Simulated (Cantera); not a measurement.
# Silicon carbide growth: SiCl4 + C2H2 + H2 + C2H4

Feed: 1 mol SiCl4, 0.038 mol C2H2, 49 mol H2, 0.009 mol C2H4, at 2.80 mbar.

These are equilibrium values from Cantera (NASA tables, ideal gas, pure condensed phases), not measurements of a reactor. Candidate condensed phases: C, C6H6, C7H8, C8H18, Si, SiC; 109 gas species. Mutual solubility and eutectic melting of coexisting phases are not modelled. The tables' values for SiCl, SiCl3 are old estimates; treat these amounts as uncertain. Gases not in the tables: Si2H6 and higher silanes. Equilibrium is a limit: real reactors are often held back by kinetics, nucleation or transport.

| T (°C) | x H2 | x H | x HCl | x Si | x SiCl2 | x Cl | x SiCl | n Si(s) | n SiC(s) | n Si(l) |
|---|---|---|---|---|---|---|---|---|---|---|
| 1352 | 0.932 | 0.00129 | 0.0552 | 5.82e-5 | 0.0114 | 6.00e-5 | 4.80e-5 | 0.313 | 0.0940 | 0 |
| 1402 | 0.931 | 0.00212 | 0.0547 | 0.000155 | 0.0116 | 9.72e-5 | 8.93e-5 | 0.297 | 0.0940 | 0 |
| 1452 | 0.929 | 0.00338 | 0.0552 | 0.000363 | 0.0113 | 0.000156 | 0.000151 | 0 | 0.0939 | 0.298 |
| 1502 | 0.927 | 0.00527 | 0.0559 | 0.000784 | 0.0108 | 0.000244 | 0.000242 | 0 | 0.0936 | 0.294 |
| 1552 | 0.923 | 0.00799 | 0.0564 | 0.00162 | 0.0103 | 0.000373 | 0.000378 | 0 | 0.0930 | 0.264 |
| 1602 | 0.917 | 0.0119 | 0.0568 | 0.00324 | 0.00982 | 0.000556 | 0.000573 | 0 | 0.0914 | 0.187 |
| 1652 | 0.908 | 0.0172 | 0.0568 | 0.00621 | 0.00931 | 0.000810 | 0.000848 | 0 | 0.0875 | 0.0260 |
| 1702 | 0.897 | 0.0245 | 0.0600 | 0.00845 | 0.00723 | 0.00122 | 0.000950 | 0 | 0.0827 | 0 |
| 1752 | 0.884 | 0.0342 | 0.0629 | 0.0103 | 0.00516 | 0.00181 | 0.000963 | 0 | 0.0755 | 0 |
| 1802 | 0.868 | 0.0469 | 0.0649 | 0.0119 | 0.00348 | 0.00259 | 0.000919 | 0 | 0.0615 | 0 |
| 1852 | 0.850 | 0.0633 | 0.0656 | 0.0133 | 0.00227 | 0.00358 | 0.000845 | 0 | 0.0222 | 0 |
| 1902 | 0.828 | 0.0839 | 0.0652 | 0.0146 | 0.00143 | 0.00482 | 0.000755 | 0 | 0 | 0 |
| 1952 | 0.802 | 0.110 | 0.0638 | 0.0153 | 0.000874 | 0.00633 | 0.000646 | 0 | 0 | 0 |
| 2002 | 0.771 | 0.141 | 0.0615 | 0.0157 | 0.000520 | 0.00811 | 0.000539 | 0 | 0 | 0 |
x: gas mole fraction; n: condensed amount in mol.

From 1352 °C to 1402 °C the condensed part is Si(s) + SiC(s). From 1452 °C to 1652 °C the condensed part is Si(l) + SiC(s). From 1702 °C to 1852 °C the condensed part is SiC(s). From 1902 °C to 2002 °C nothing is condensed. The main Si-bearing gas is SiCl2 at 1352 °C and Si at 2002 °C.
